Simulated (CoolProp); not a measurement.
Properties of oxygen at several states (Tc = 154.6 K, pc = 5.046 MPa, ω = 0.022).

The numbers come from the reference Helmholtz-energy equation of state, Schmidt 1985 in CoolProp. Above 300 K oxygen's equation is extrapolated.

| T (K) | p (MPa) | phase | speed of sound (m/s) | isothermal compressibility (1/MPa) | viscosity (µPa s) | conductivity (mW/(m K)) | fugacity coefficient |
|---|---|---|---|---|---|---|---|
| 314.9 | 12.2 | supercritical | 353.3 | 0.08291 | 24.5 | 33.4 | 0.9527 |
| 932.7 | 6.28 | supercritical | 575.8 | 0.1566 | 47.5 | 68.6 | 1.017 |
| 650.7 | 0.822 | gas | 477.9 | 1.214 | 36.8 | 51.0 | 1.002 |
| 342.8 | 0.512 | gas | 352.2 | 1.956 | 23.0 | 30.0 | 0.9986 |
| 943.2 | 2.77 | gas | 572.7 | 0.3584 | 47.5 | 68.7 | 1.007 |

Viscosity comes from a separate model (Lemmon 2004). Thermal conductivity comes from a separate model (Lemmon 2004).
